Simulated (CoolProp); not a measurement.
R141b along the isotherm 500 K: Z from the reference equation and from simpler models built on Tc = 477.5 K, pc = 4212 kPa, ω = 0.220; each cubic takes its own stable root.

Model: reference Helmholtz-energy equation of state, Lemmon 2006, in CoolProp. It is a short technical equation, of lower accuracy than the large ones.

```json
[
 {"p (kPa)": "486", "phase": "gas", "reference": "0.9670", "Soave-Redlich-Kwong": "0.9656", "Peng-Robinson": "0.9614"},
 {"p (kPa)": "972", "phase": "gas", "reference": "0.9321", "Soave-Redlich-Kwong": "0.9297", "Peng-Robinson": "0.9215"},
 {"p (kPa)": "1460", "phase": "gas", "reference": "0.8948", "Soave-Redlich-Kwong": "0.8920", "Peng-Robinson": "0.8798"},
 {"p (kPa)": "1940", "phase": "gas", "reference": "0.8556", "Soave-Redlich-Kwong": "0.8528", "Peng-Robinson": "0.8370"},
 {"p (kPa)": "2430", "phase": "gas", "reference": "0.8123", "Soave-Redlich-Kwong": "0.8103", "Peng-Robinson": "0.7911"},
 {"p (kPa)": "2920", "phase": "gas", "reference": "0.7650", "Soave-Redlich-Kwong": "0.7647", "Peng-Robinson": "0.7422"},
 {"p (kPa)": "3400", "phase": "gas", "reference": "0.7136", "Soave-Redlich-Kwong": "0.7160", "Peng-Robinson": "0.6906"},
 {"p (kPa)": "3890", "phase": "gas", "reference": "0.6542", "Soave-Redlich-Kwong": "0.6607", "Peng-Robinson": "0.6330"},
 {"p (kPa)": "4370", "phase": "supercritical", "reference": "0.5861", "Soave-Redlich-Kwong": "0.5988", "Peng-Robinson": "0.5696"},
 {"p (kPa)": "4860", "phase": "supercritical", "reference": "0.5015", "Soave-Redlich-Kwong": "0.5239", "Peng-Robinson": "0.4947"},
 {"p (kPa)": "5350", "phase": "supercritical", "reference": "0.4003", "Soave-Redlich-Kwong": "0.4387", "Peng-Robinson": "0.4122"},
 {"p (kPa)": "5830", "phase": "supercritical", "reference": "0.3298", "Soave-Redlich-Kwong": "0.3826", "Peng-Robinson": "0.3566"},
 {"p (kPa)": "6320", "phase": "supercritical", "reference": "0.3069", "Soave-Redlich-Kwong": "0.3645", "Peng-Robinson": "0.3368"}
]
```
